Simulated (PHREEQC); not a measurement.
Consider water at 25 °C with 0.011 mol/kgw FeSO4 and 0.047 mol/kgw CaCl2. Closed to the air; pH follows from the charge balance.

All values are PHREEQC results (ion-association model, phreeqc.dat), not measurements.

Precipitation was switched off in this run.

### Question
Order these Fe species by the share of Fe that they hold, largest first: FeSO4, FeCl+, Fe+2.

### Answer
Fe+2 (87 %), FeSO4 (9.2 %), FeCl+ (3.8 %)

The pH is 6.01 and the ionic strength 0.163 mol/kgw.
